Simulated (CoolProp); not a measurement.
A single-stage vapour-compression cycle with sulfur dioxide: evaporating at 236.15 K (dew point), condensing at 286.15 K (bubble point), superheat 8 K, subcooling 2 K, compressor efficiency 0.8, no pressure losses. Each further row changes one setting.

Computed with CoolProp (reference Helmholtz-energy equation of state, Gao 2016).

```json
[
 {"case": "as stated", "cooling COP": "3.03", "pressure ratio": "10.00", "discharge temperature (K)": "426.2", "refrigerating effect (kJ/kg)": "352", "volumetric capacity (kJ/m³)": "289"},
 {"case": "evaporating temperature 241.15 K", "cooling COP": "(withheld)", "pressure ratio": "(withheld)", "discharge temperature (K)": "407.9", "refrigerating effect (kJ/kg)": "355", "volumetric capacity (kJ/m³)": "378"},
 {"case": "condensing temperature 281.15 K", "cooling COP": "3.44", "pressure ratio": "8.29", "discharge temperature (K)": "409.1", "refrigerating effect (kJ/kg)": "359", "volumetric capacity (kJ/m³)": "294"},
 {"case": "subcooling 7 K", "cooling COP": "(withheld)", "pressure ratio": "10.00", "discharge temperature (K)": "426.2", "refrigerating effect (kJ/kg)": "359", "volumetric capacity (kJ/m³)": "294"},
 {"case": "superheat 18 K", "cooling COP": "2.97", "pressure ratio": "10.00", "discharge temperature (K)": "441.4", "refrigerating effect (kJ/kg)": "358", "volumetric capacity (kJ/m³)": "(withheld)"},
 {"case": "compressor efficiency 0.7", "cooling COP": "2.66", "pressure ratio": "10.00", "discharge temperature (K)": "(withheld)", "refrigerating effect (kJ/kg)": "352", "volumetric capacity (kJ/m³)": "289"}
]
```

Q: Some entries are withheld; supply them.

A: 
- evaporating temperature 241.15 K, cooling COP: 3.53
- evaporating temperature 241.15 K, pressure ratio: 7.55
- subcooling 7 K, cooling COP: 3.09
- superheat 18 K, volumetric capacity (kJ/m³): 282
- compressor efficiency 0.7, discharge temperature (K): 449.6
